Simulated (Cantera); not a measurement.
A closed system holds: 1 mol HCl, 0.026 mol O₂, 23 mol N₂, held at 2.10 Torr.

Equilibrium computed with Cantera from the NASA thermochemical tables; the gas is ideal and each condensed phase is pure. Candidate condensed phases: H₂O, NH₄Cl; 29 gas species. Kinetics and transport are ignored.

log p: log10 of the partial pressure in bar; nothing condenses.

| T (K) | log p N₂ | log p HCl | log p H₂O | log p Cl₂ | log p Cl | log p O₂ |
|---|---|---|---|---|---|---|
| 723 | -2.57 | -3.98 | -5.26 | -5.26 | ? | -6.55 |
| 773 | -2.57 | -3.97 | -5.31 | -5.31 | ? | -6.23 |
| 823 | -2.57 | -3.97 | -5.38 | -5.38 | ? | -6.03 |
| 873 | -2.57 | -3.96 | -5.45 | -5.45 | ? | -5.91 |
| 923 | -2.57 | -3.96 | -5.51 | -5.53 | ? | -5.83 |
| 973 | -2.57 | -3.95 | -5.57 | -5.61 | ? | -5.77 |
| 1023 | -2.57 | -3.95 | -5.62 | -5.69 | ? | -5.74 |
| 1073 | -2.57 | -3.95 | -5.64 | -5.80 | ? | -5.72 |
| 1123 | -2.57 | -3.95 | -5.64 | -5.93 | ? | -5.72 |
| 1173 | -2.57 | -3.95 | -5.62 | -6.09 | ? | -5.74 |
| 1223 | -2.57 | -3.95 | -5.56 | -6.27 | ? | -5.78 |

Problem. Some entries are withheld; supply them.

Solution. 
- 723, log p Cl: -8.52
- 773, log p Cl: -7.97
- 823, log p Cl: -7.49
- 873, log p Cl: -7.08
- 923, log p Cl: -6.72
- 973, log p Cl: -6.39
- 1023, log p Cl: -6.11
- 1073, log p Cl: -5.87
- 1123, log p Cl: -5.66
- 1173, log p Cl: -5.49
- 1223, log p Cl: -5.36
